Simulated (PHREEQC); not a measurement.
Solution (25 °C): 0.0065 mol H2SO4 and 0.0028 mol CO2 per kg of water. Closed to the air; pH follows from the charge balance.

Model: ion-association model, phreeqc.dat, run in PHREEQC.

- pH: 2.03
- ionic strength: 0.0144 mol/kgw
- specific conductance: 4020 µS/cm
- total alkalinity: -13.0 meq/kg

| species | molality | activity | log γ |
|---|---|---|---|
| H+ | 0.0104 | 0.00942 | -0.045 |
| SO4-2 | 0.00395 | 0.00247 | -0.205 |
| CO2 | 0.00280 | 0.00281 | 0.001 |
| HSO4- | 0.00255 | 0.00226 | -0.052 |
| HCO3- | 1.49e-7 | 1.33e-7 | -0.050 |
| (CO2)2 | 1.44e-7 | 1.45e-7 | 0.001 |

This is a speciation only: nothing precipitates in the calculation.
